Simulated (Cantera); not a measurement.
# Silicon nitride deposition: trisilylamine + N₂

Feed: 1 mol trisilylamine, 4.5 mol N₂, held at 3200 Pa.

These are equilibrium values from Cantera (NASA tables, ideal gas, pure condensed phases), not measurements of a reactor. Candidate condensed phases: Si, Si₃N₄; 18 gas species. The feed counts by its element totals alone. The tables' values for SiN are old estimates; treat these amounts as uncertain. Gases not in the tables: Si₂H₆ and higher silanes. Kinetics and transport are ignored.

From 798 K to 1698 K the condensed part is Si₃N₄(s). From 1848 K to 2148 K the condensed part is Si(l).

```csv
T (K),log p H₂,log p N₂,log p H,log p Si,log p SiH,n Si₃N₄(s),n Si(l)
798,-1.72,-1.89,-12.43,<-13,<-13,1.00,0
948,-1.72,-1.89,-10.14,<-13,<-13,1.00,0
1098,-1.72,-1.89,-8.47,<-13,<-13,1.00,0
1248,-1.72,-1.89,-7.19,<-13,<-13,1.00,0
1398,-1.72,-1.89,-6.18,-11.35,-11.51,1.00,0
1548,-1.72,-1.89,-5.37,-8.85,-9.29,1.00,0
1698,-1.72,-1.89,-4.70,-6.80,-7.47,1.000,0
1848,-1.82,-1.77,-4.19,-5.20,-6.11,0,3.00
1998,-1.82,-1.78,-3.71,-4.37,-5.45,0,2.98
2148,-1.83,-1.78,-3.30,-3.66,-4.88,0,2.92
```
log p: log10 of the partial pressure in bar; n: condensed amount in mol.
